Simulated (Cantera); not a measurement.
Cantera run:

```python
import numpy as np
import cantera as ct

gas_names = """
    H H2 N NH NH2 NH3 N2 N2H2 N2H4 Pb Pb2
""".split()
cond_names = """
    Pb(cr) Pb(L)
""".split()


# ... load() reads the species with a 1 bar reference pressure and builds the phases ...
atoms = {
    'Pb': {'Pb': 1},
    'H2': {'H': 2},
    'N2': {'N': 2},
}
top_T = {}  # K; cautious upper limits of use, not melting points


# ... equilibrate(T, P, feed) seeds the gas with the atoms and calls Mixture.equilibrate('TP', solver="vcs", rtol=1e-11, max_steps=5000) ...
results = []
feed = {'Pb': 1, 'H2': 0.047, 'N2': 89}  # mol
P = 133.322  # Pa
for T in [573, 673, 773, 873, 973, 1073, 1173, 1273, 1373, 1473, 1573]:
    mix = equilibrate(T, P, feed)
    results.append((T, P, feed, dict(zip(mix.species_names, mix.species_moles))))
    x = sorted(zip(gas.X, gas.species_names), reverse=True)
    print(f"T = {T:g} K  P = {P:g} Pa  gas = {mix.phase_moles(0):.4g} mol")
    print("   x: " + "  ".join(f"{s} {v:.3e}" for v, s in x if v > 1e-06))
    print("   condensed (mol): " + ("  ".join(f"{mix.phase(i).name} {mix.phase_moles(i):.4g}"
          for i in range(1, mix.n_phases) if mix.phase_moles(i) > 1e-12) or "none"))
```

Output:

```
T = 573 K  P = 133.322 Pa  gas = 89.05 mol
   x: N2 9.995e-01  H2 5.278e-04
   condensed (mol): Pb(cr) 1
T = 673 K  P = 133.322 Pa  gas = 89.05 mol
   x: N2 9.995e-01  H2 5.278e-04
   condensed (mol): Pb(L) 1
T = 773 K  P = 133.322 Pa  gas = 89.05 mol
   x: N2 9.995e-01  H2 5.278e-04  Pb 1.732e-05
   condensed (mol): Pb(L) 0.9985
T = 873 K  P = 133.322 Pa  gas = 89.09 mol
   x: N2 9.990e-01  H2 5.276e-04  Pb 4.770e-04
   condensed (mol): Pb(L) 0.9575
T = 973 K  P = 133.322 Pa  gas = 89.64 mol
   x: N2 9.929e-01  Pb 6.561e-03  H2 5.243e-04
   condensed (mol): Pb(L) 0.4119
T = 1073 K  P = 133.322 Pa  gas = 90.05 mol
   x: N2 9.884e-01  Pb 1.111e-02  H2 5.219e-04
   condensed (mol): none
T = 1173 K  P = 133.322 Pa  gas = 90.05 mol
   x: N2 9.884e-01  Pb 1.111e-02  H2 5.219e-04
   condensed (mol): none
T = 1273 K  P = 133.322 Pa  gas = 90.05 mol
   x: N2 9.884e-01  Pb 1.111e-02  H2 5.217e-04
   condensed (mol): none
T = 1373 K  P = 133.322 Pa  gas = 90.05 mol
   x: N2 9.884e-01  Pb 1.111e-02  H2 5.209e-04  H 2.082e-06
   condensed (mol): none
T = 1473 K  P = 133.322 Pa  gas = 90.05 mol
   x: N2 9.884e-01  Pb 1.111e-02  H2 5.180e-04  H 7.886e-06
   condensed (mol): none
T = 1573 K  P = 133.322 Pa  gas = 90.05 mol
   x: N2 9.884e-01  Pb 1.111e-02  H2 5.094e-04  H 2.513e-05
   condensed (mol): none
```

Method: chemical equilibrium by Gibbs-energy minimisation in Cantera with the NASA 1993 tables (ideal gas, pure condensed phases).
